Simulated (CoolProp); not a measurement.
The numbers come from the reference Helmholtz-energy equation of state, Lemmon 2005 in CoolProp. It is a short technical equation, of lower accuracy than the large ones.

Task: Give the vapour pressure (kPa), liquid cp (kJ/(kg K)), vapour Z, surface tension (mN/m) of saturated isobutene at -33.15, -4.75, 14.25 °C.

Result: 
```tsv
T (°C)	p (kPa)	liquid cp (kJ/(kg K))	vapour Z	surface tension (mN/m)
-33.15	32.0	2.12	0.980	19.1
-4.75	111	2.23	0.955	15.4
14.25	217	2.32	0.929	13.0
```

Surface tension comes from a separate correlation (Mulero 2012).
